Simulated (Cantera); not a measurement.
A perfectly stirred reactor is fed with C2H6 : H2 = 1 : 12 (molar parts), at 0.705 Torr; it is held at 1650 K, and followed from long to short residence time.

Computed with Cantera and GRI-Mech 3.0 (53 species, 325 reactions). GRI-Mech 3.0 stops at C3 and has no aromatics, soot or wall deposition, so with more carbon than oxygen in the feed, carbon stays in small species such as C2H2 where larger ones or solid carbon would form. Radical loss at walls, strong at low pressure, is not modelled.

### Question
Predict: x(C2H6) at τ = 6.10 s; x(H2) at τ = 6.10 s; x(C2H4) at τ = 6.10 s; x(C2H) at τ = 6.10 s; x(C2H2) at τ = 6.10 s; x(C2H6) at τ = 55.0 ms; x(H2) at τ = 55.0 ms; x(C2H4) at τ = 55.0 ms; x(C2H) at τ = 55.0 ms; x(C2H2) at τ = 55.0 ms.

### Answer
```json
{
 "x(C2H6) at τ = 6.10 s": "3.85e-5",
 "x(H2) at τ = 6.10 s": "0.915",
 "x(C2H4) at τ = 6.10 s": "0.000271",
 "x(C2H) at τ = 6.10 s": "6.23e-7",
 "x(C2H2) at τ = 6.10 s": "0.0538",
 "x(C2H6) at τ = 55.0 ms": "0.00280",
 "x(H2) at τ = 55.0 ms": "0.880",
 "x(C2H4) at τ = 55.0 ms": "0.00651",
 "x(C2H) at τ = 55.0 ms": "3.78e-7",
 "x(C2H2) at τ = 55.0 ms": "0.0198"
}
```
